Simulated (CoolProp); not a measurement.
Saturation properties of n-hexane (Tc = 234.7 °C, pc = 3.044 MPa, ω = 0.300).

The numbers come from the reference Helmholtz-energy equation of state, Thol 2019 in CoolProp.

```tsv
T (°C)	p (MPa)	liquid density (kg/m³)	surface tension (mN/m)
-11.65	0.003132	687.3	21.8
-8.55	0.003755	684.6	21.4
-5.35	0.004505	681.8	21.1
-2.25	0.005349	679.1	20.8
0.95	0.006354	676.3	20.4
4.05	0.007474	673.5	20.1
7.25	0.008799	670.7	19.8
10.35	0.01026	667.9	19.4
13.55	0.01198	665.1	19.1
16.75	0.01392	662.2	18.7
19.85	0.01605	659.4	18.4
23.05	0.01852	656.5	18.1
26.15	0.02119	653.7	17.8
29.35	0.02428	650.8	17.4
```

It boils at 68.7 °C under 1 atm.

Surface tension comes from a separate correlation (Mulero 2012).
